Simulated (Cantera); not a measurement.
A perfectly stirred reactor is fed with 4.55 % NH₃, 95.5 % N₂, at 750 Torr; it is held at 2023 K, and followed from long to short residence time.

Model: the gas-phase N/H chemistry of the illustrative SiF4/NH3 mechanism in the Surface Chemkin manual (1991), integrated in Cantera. Walls and surfaces, which speed up NH3 decomposition in real reactors, are not modelled.

One state of this run: x NH₃ = 0.0102; x N = 9.45e-7; x H₂ = 0.0505; x NH₂ = 6.85e-5; x NH = 4.61e-6; x N₂H₂ = 4.57e-8. x: mole fraction; the columns are a selection and need not sum to one.

Task: Which value of τ (s) does it belong to?
A. 0.12
B. 0.88
C. 0.45
D. 0.23

Result: A, 0.12
